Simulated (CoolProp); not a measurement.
A simple Rankine cycle with R115: condensing at 300.15 K, boiler at 2.45 MPa, turbine inlet 343.4 K, turbine efficiency 0.7, pump efficiency 0.8, no recuperator. Each further row changes one setting.

Values from CoolProp's reference Helmholtz-energy equation of state, Lemmon 2016.

| case | thermal efficiency (%) | net work (kJ/kg) | heat in (kJ/kg) | turbine exit temperature (K) | volume ratio over the turbine |
|---|---|---|---|---|---|
| as stated | 6.1 | 6.48 | 106 | [?] | [?] |
| turbine inlet 363.4 K | 6.3 | 8.21 | 130 | 334.5 | 2.94 |
| condensing temperature 292.15 K | 7.3 | 8.31 | 115 | 302.3 | 4.20 |
| boiler pressure 1.72 MPa | 4.3 | [?] | 120 | 326.3 | [?] |
| turbine efficiency 0.6 | 5.0 | 5.35 | 106 | 309.2 | [?] |

Task: Complete the blanks.

Result: 
- as stated, turbine exit temperature (K): 307.8
- as stated, volume ratio over the turbine: 3.33
- boiler pressure 1.72 MPa, net work (kJ/kg): 5.21
- boiler pressure 1.72 MPa, volume ratio over the turbine: 1.95
- turbine efficiency 0.6, volume ratio over the turbine: 3.36
